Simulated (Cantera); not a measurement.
**Adiabatic ignition**

An adiabatic, constant-volume homogeneous reactor starts with 7.45 % CH4, 0.968 % C2H6, 19.2 % O2, 72.4 % N2, equivalence ratio 0.95, at 1025 K and 593 Torr.

Computed with Cantera and GRI-Mech 3.0 (53 species, 325 reactions).

| t (s) | T (K) | P (bar) | x CH4 | x C2H6 | x O2 | x HCO | x CH2O |
|---|---|---|---|---|---|---|---|
| 2.00e-6 | 1025 | 0.790 | 0.0745 | 0.00968 | 0.192 | <1e-12 | <1e-12 |
| 4.73e-6 | 1025 | 0.790 | 0.0745 | 0.00968 | 0.192 | <1e-12 | <1e-12 |
| 1.12e-5 | 1025 | 0.790 | 0.0745 | 0.00968 | 0.192 | <1e-12 | <1e-12 |
| 2.64e-5 | 1025 | 0.790 | 0.0745 | 0.00968 | 0.192 | <1e-12 | 4.43e-12 |
| 6.24e-5 | 1025 | 0.790 | 0.0745 | 0.00968 | 0.192 | <1e-12 | 2.46e-11 |
| 0.000147 | 1025 | 0.790 | 0.0745 | 0.00968 | 0.192 | <1e-12 | 1.36e-10 |
| 0.000348 | 1025 | 0.790 | 0.0745 | 0.00968 | 0.192 | <1e-12 | 7.33e-10 |
| 0.000823 | 1025 | 0.790 | 0.0745 | 0.00968 | 0.192 | <1e-12 | 3.80e-9 |
| 0.00194 | 1025 | 0.790 | 0.0745 | 0.00968 | 0.192 | <1e-12 | 1.85e-8 |
| 0.00459 | 1025 | 0.790 | 0.0745 | 0.00968 | 0.192 | <1e-12 | 8.51e-8 |
| 0.0109 | 1025 | 0.790 | 0.0745 | 0.00968 | 0.192 | <1e-12 | 4.66e-7 |
| 0.0257 | 1025 | 0.790 | 0.0745 | 0.00967 | 0.192 | <1e-12 | 6.79e-6 |
| 0.0606 | 1038 | 0.801 | 0.0730 | 0.00881 | 0.190 | 2.57e-9 | 0.000988 |
| 0.143 | 2743 | 2.19 | <1e-12 | <1e-12 | 0.0211 | 3.61e-8 | 3.44e-10 |
| 0.339 | 2743 | 2.19 | <1e-12 | <1e-12 | 0.0211 | 3.61e-8 | 3.44e-10 |
| 0.800 | 2743 | 2.19 | <1e-12 | <1e-12 | 0.0211 | 3.61e-8 | 3.44e-10 |
x: mole fraction; the columns are a selection and need not sum to one.

The time of steepest temperature rise comes out as 72.1 ms and the temperature at 0.800 s comes out as 2743 K. The equilibrium temperature comes out as 2743 K. The x(CH4) at 0.800 s is <1e-12 (gas-phase equilibrium <1e-12) and the x(C2H6) at 0.800 s is <1e-12 (gas-phase equilibrium <1e-12). The x(O2) at 0.800 s is 0.0211 (gas-phase equilibrium 0.0211).
